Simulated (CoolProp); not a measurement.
Values from CoolProp's reference Helmholtz-energy equation of state, Thol 2014.

Task: Give the vapour pressure (MPa), enthalpy of vaporisation (kJ/kg), surface tension (mN/m) of saturated diethyl ether at 355 K.

Result: 
| T (K) | p (MPa) | enthalpy of vaporisation (kJ/kg) | surface tension (mN/m) |
|---|---|---|---|
| 355 | 0.422 | 312 | 9.96 |

Surface tension comes from a separate correlation (Mulero 2014).
